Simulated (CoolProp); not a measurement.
A simple Rankine cycle with water: condensing at 308.15 K, boiler at 0.337 MPa, turbine inlet 450.7 K, turbine efficiency 0.9, pump efficiency 0.7, no recuperator. Each further row changes one setting.

Computed with CoolProp (reference Helmholtz-energy equation of state, Wagner 2002).

| case | thermal efficiency (%) | net work (kJ/kg) | heat in (kJ/kg) | turbine exit temperature (K) | volume ratio over the turbine |
|---|---|---|---|---|---|
| as stated | [?] | 559 | 2670 | 308.1 | [?] |
| turbine inlet 470.7 K | 21.1 | [?] | 2710 | 308.1 | 35.3 |
| condensing temperature 300.15 K | 22.5 | 607 | 2700 | 300.2 | 55.2 |
| boiler pressure 0.236 MPa | 19.3 | 516 | 2680 | 308.1 | 25.9 |
| turbine efficiency 0.8 | [?] | 497 | 2670 | 308.1 | 37.5 |

Some entries are withheld; supply them.


- as stated, thermal efficiency (%): 20.9
- as stated, volume ratio over the turbine: 36.5
- turbine inlet 470.7 K, net work (kJ/kg): 571
- turbine efficiency 0.8, thermal efficiency (%): 18.6

The expansion ends wet for: as stated; turbine inlet 470.7 K; condensing temperature 300.15 K; boiler pressure 0.236 MPa; turbine efficiency 0.8.
